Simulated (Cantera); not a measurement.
An isothermal, constant-pressure homogeneous reactor starts with H2 : O2 = 0.31 : 1 (molar parts), equivalence ratio 0.15, at 1075 K and 8.25 Torr.

Detailed kinetics in Cantera: the H2/O2 subset of GRI-Mech 3.0, which has no nitrogen chemistry. Radical loss at walls, strong at low pressure, is not modelled. The temperature is held fixed by assumption; the heat of reaction is taken as removed at once.

x: mole fraction; the columns are a selection and need not sum to one.

```json
[
 {"t (s)": "1.00e-5", "x H2": "0.237", "x O2": "0.763", "x HO2": "9.74e-11", "x H2O2": "<1e-12", "x H2O": "<1e-12", "x OH": "3.33e-12", "x H": "9.42e-11"},
 {"t (s)": "3.39e-5", "x H2": "0.237", "x O2": "0.763", "x HO2": "3.30e-10", "x H2O2": "<1e-12", "x H2O": "1.72e-11", "x OH": "2.89e-11", "x H": "3.09e-10"},
 {"t (s)": "0.000115", "x H2": "0.237", "x O2": "0.763", "x HO2": "1.12e-9", "x H2O2": "<1e-12", "x H2O": "4.31e-10", "x OH": "2.05e-10", "x H": "1.18e-9"},
 {"t (s)": "0.000389", "x H2": "0.237", "x O2": "0.763", "x HO2": "3.86e-9", "x H2O2": "3.51e-12", "x H2O": "1.46e-8", "x OH": "2.75e-9", "x H": "1.25e-8"},
 {"t (s)": "0.00132", "x H2": "0.237", "x O2": "0.763", "x HO2": "(withheld)", "x H2O2": "8.90e-11", "x H2O": "(withheld)", "x OH": "(withheld)", "x H": "(withheld)"},
 {"t (s)": "0.00447", "x H2": "0.0120", "x O2": "0.657", "x HO2": "1.04e-5", "x H2O2": "2.47e-7", "x H2O": "0.185", "x OH": "0.00699", "x H": "0.0836"},
 {"t (s)": "0.0152", "x H2": "0.00483", "x O2": "0.707", "x HO2": "1.20e-5", "x H2O2": "4.13e-7", "x H2O": "0.245", "x OH": "0.00451", "x H": "0.0184"},
 {"t (s)": "0.0514", "x H2": "0.000414", "x O2": "0.730", "x HO2": "6.64e-6", "x H2O2": "4.26e-7", "x H2O": "0.267", "x OH": "0.00124", "x H": "0.000397"},
 {"t (s)": "0.174", "x H2": "2.59e-5", "x O2": "0.731", "x HO2": "1.18e-6", "x H2O2": "1.67e-7", "x H2O": "0.268", "x OH": "0.000314", "x H": "6.50e-6"},
 {"t (s)": "0.590", "x H2": "2.91e-6", "x O2": "0.732", "x HO2": "1.88e-7", "x H2O2": "5.35e-8", "x H2O": "0.268", "x OH": "0.000110", "x H": "2.77e-7"},
 {"t (s)": "2.00", "x H2": "(withheld)", "x O2": "0.732", "x HO2": "(withheld)", "x H2O2": "(withheld)", "x H2O": "0.268", "x OH": "(withheld)", "x H": "(withheld)"}
]
```

Question: Some entries are withheld; supply them.

Answer: 
- 0.00132, x HO2: 8.76e-8
- 0.00132, x H2O: 1.60e-5
- 0.00132, x OH: 2.42e-6
- 0.00132, x H: 1.07e-5
- 2.00, x H2: 5.14e-7
- 2.00, x HO2: 3.91e-8
- 2.00, x H2O2: 1.75e-8
- 2.00, x OH: 4.77e-5
- 2.00, x H: 2.25e-8
